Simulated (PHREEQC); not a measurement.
Reverse-osmosis reject: speciation

Synthetic water in mmol/kgw, 25 °C, pH 7.87: Na 75.7; K 2.56; Ca 0.655; Mg 10.6; Cl 103; S(6) 1.35; Alkalinity (meq/kgw) 0.523; Si 0.0431; Br 0.106; Li 0.0289.

Valence states are taken as typed.

Model: Pitzer model, pitzer.dat, run in PHREEQC.

No solid was allowed to form.

Q: What specific conductance, charge-balance error does the model give?

A: specific conductance 10700 µS/cm; charge-balance error -2.7 %.

Q: In which forms is Si present?

A: H4SiO4 98 %, H3SiO4- 1.5 % of the Si.
